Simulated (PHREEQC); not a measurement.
Solution (20 °C): 95 mmol/kgw SrCl2 and 0.0055 mmol/kgw CO2. Closed to the air; pH follows from the charge balance.

Model: ion-association model, phreeqc.dat, run in PHREEQC.

```csv
quantity,before,after
pH,5.82,7.36
ionic strength (mol/kgw),0.285,0.285
CO2 (mol/kgw),3.57e-6,2.71e-7
HCO3- (mol/kgw),1.42e-6,3.80e-6
CO3-2 (mol/kgw),1.02e-10,9.64e-9
```

**Question.** What was changed between the two runs?
A. temperature from 20 to 30 °C
B. SrCl2 left out
C. temperature from 20 to 85 °C
D. CO2 replaced by KHCO3 at the same molality

**Answer.** D, CO2 replaced by KHCO3 at the same molality

No solid was allowed to form.
